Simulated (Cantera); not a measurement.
What does this Cantera script print?

```python
import numpy as np
import cantera as ct

gas = ct.Solution("gri30.yaml")
gas.TPX = 1873, 2666, {'NO': 1, 'N2': 0.68}
reactor = ct.IdealGasConstPressureReactor(gas, energy="off", clone=False)
net = ct.ReactorNet([reactor])
net.rtol, net.atol = 1e-08, 1e-18
show = ['NO', 'O', 'O2', 'N2', 'NO2']
times = np.geomspace(0.0001, 9, 11)

steps = ct.SolutionArray(gas, extra=["t"])
rows = []
print(f"{'t/s':>10s}{'T/K':>9s}{'P/Pa':>11s}" + "".join(f"{s:>11s}" for s in show))
for t in times:
    while net.time < t:
        t_next = net.step()
        steps.append(gas.state, t=t_next)
    rows.append([np.interp(t, steps.t, y) for y in (steps.T, steps.P, *steps(*show).X.T)])
    print(f"{t:10.3e}{rows[-1][0]:9.1f}{rows[-1][1]:11.4g}" + "".join(f"{x:11.3e}" for x in rows[-1][2:]))
rate = np.gradient(steps.T, steps.t)
print("integrator steps:", len(steps.t))
if steps.T.max() > steps.T[0] + 200:
    print(f"time of steepest temperature rise: {steps.t[rate.argmax()]:.4e} s")
gas.TPX = 1873, 2666, {'NO': 1, 'N2': 0.68}
gas.equilibrate("TP")
print(f"equilibrium (TP): T = {gas.T:.1f} K  " + "  ".join(f"{s} {gas[s].X[0]:.3e}" for s in show))
```

Result:

```
       t/s      T/K       P/Pa         NO          O         O2         N2        NO2
 1.000e-04   1873.0       2666  5.952e-01  4.096e-07  2.560e-10  4.048e-01  9.171e-10
 3.129e-04   1873.0       2666  5.952e-01  1.279e-06  2.523e-09  4.048e-01  8.938e-09
 9.791e-04   1873.0       2666  5.952e-01  3.982e-06  2.452e-08  4.048e-01  8.383e-08
 3.064e-03   1873.0       2666  5.952e-01  1.231e-05  2.441e-07  4.048e-01  7.365e-07
 9.587e-03   1873.0       2666  5.952e-01  3.791e-05  2.709e-06  4.048e-01  5.182e-06
 3.000e-02   1873.0       2666  5.949e-01  1.071e-04  3.849e-05  4.048e-01  1.985e-05
 9.387e-02   1873.0       2666  5.942e-01  1.691e-04  3.506e-04  4.051e-01  2.935e-05
 2.937e-01   1873.0       2666  5.918e-01  1.820e-04  1.548e-03  4.063e-01  3.251e-05
 9.192e-01   1873.0       2666  5.841e-01  2.053e-04  5.377e-03  4.102e-01  3.999e-05
 2.876e+00   1873.0       2666  5.592e-01  2.645e-04  1.774e-02  4.226e-01  5.767e-05
 9.000e+00   1873.0       2666  4.806e-01  3.915e-04  5.695e-02  4.619e-01  8.561e-05
integrator steps: 498
equilibrium (TP): T = 1873.0 K  NO 5.904e-03  O 7.899e-04  O2 2.942e-01  N2 6.992e-01  NO2 2.468e-06
```

Cantera simulation using GRI-Mech 3.0 (53 species, 325 reactions); the numbers are that mechanism's predictions, not measurements. Radical loss at walls, strong at low pressure, is not modelled.
